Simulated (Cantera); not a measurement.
A Cantera script and what it prints.

```python
import numpy as np
import cantera as ct

gas_names = """
    N TaO2 NO
""".split()
cond_names = """
    Ta2O5(s) Ta2O5(L)
""".split()


# ... load() reads the species with a 1 bar reference pressure and builds the phases ...
species = {s.name: s for s in load("nasa_gas.yaml", gas_names) + load("nasa_condensed.yaml", cond_names)}
# Each term lists the table entries of one substance; the one whose range holds T is used.
reactions = {
    'Ta2O5 + N(g) = 2 TaO2(g) + NO(g)':
        [(-1, ['Ta2O5(s)', 'Ta2O5(L)']), (-1, ['N']), (2, ['TaO2']), (1, ['NO'])],
}


def pick(names, T):
    return next(species[n] for n in names if species[n].thermo.min_temp <= T <= species[n].thermo.max_temp)


results = []
for label, terms in reactions.items():
    print(label)
    print("     T/K   dH/kJ  dS/(J/K)   dG/kJ   log10 K")
    for T in [300, 1048, 1198, 1348, 1498, 1648, 1798, 1948, 2098, 2248]:
        used = [(nu, pick(names, T)) for nu, names in terms]
        dH = sum(nu * s.thermo.h(T) for nu, s in used) / 1e6
        dS = sum(nu * s.thermo.s(T) for nu, s in used) / 1e3
        dG = dH - T * dS / 1e3
        logK = -dG * 1e6 / (ct.gas_constant * T * np.log(10))
        results.append((label, T, dH, dS, dG, logK, [s.name for _, s in used]))
        print(f"{T:8g} {dH:8.1f} {dS:8.1f} {dG:8.1f} {logK:8.2f}")
```

Output:

```
Ta2O5 + N(g) = 2 TaO2(g) + NO(g)
     T/K   dH/kJ  dS/(J/K)   dG/kJ   log10 K
     300   1262.8    474.6   1120.5  -195.09
    1048   1225.1    414.1    791.1   -39.43
    1198   1216.2    406.2    729.6   -31.81
    1348   1207.0    398.9    669.3   -25.93
    1498   1197.6    392.3    609.9   -21.27
    1648   1188.0    386.2    551.5   -17.48
    1798   1178.3    380.6    494.0   -14.35
    1948   1168.4    375.3    437.4   -11.73
    2098   1036.5    311.1    383.8    -9.56
    2248   1019.9    303.5    337.7    -7.85
```

Source: NASA polynomial tables (part measured, part estimated), evaluated in Cantera. Condensed species are held in their standard states even where they would react or evaporate.
